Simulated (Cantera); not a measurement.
Feed: 1 mol trisilylamine, 1.8 mol NH₃, at 1548 K and 75.0 Torr.

Cantera equilibrium calculation (NASA polynomials, part measured and part estimated; ideal gas, pure solids and liquids). Candidate condensed phases: Si, Si₃N₄; 18 gas species. The feed counts by its element totals alone. Mutual solubility and eutectic melting of coexisting phases are not modelled. The numbers say what is thermodynamically allowed, not how fast it happens.

Base state: H₂ 0.999, N₂ 0.00118, H 9.73e-5 (mole fractions); condensed: Si(s) + Si₃N₄(s).

**Question.** What changes in the equilibrium state with this change: temperature from 1548 K to 998 K?

**Answer.** 
```tsv
species	before	after
H₂	0.999	1.00
H	9.73e-5	6.80e-9
N₂	0.00118	<1e-9
Si(s), mol	0.913	0.900
Si₃N₄(s), mol	0.696	0.700
```

**Question.** What changes in the equilibrium state with this change: temperature from 1548 K to 1398.15 K?

**Answer.** 
| species | before | after |
|---|---|---|
| H₂ | 0.999 | 1.000 |
| N₂ | 0.00118 | 5.50e-5 |
| H | 9.73e-5 | 1.50e-5 |
| Si(s), mol | 0.913 | 0.901 |
| Si₃N₄(s), mol | 0.696 | 0.700 |
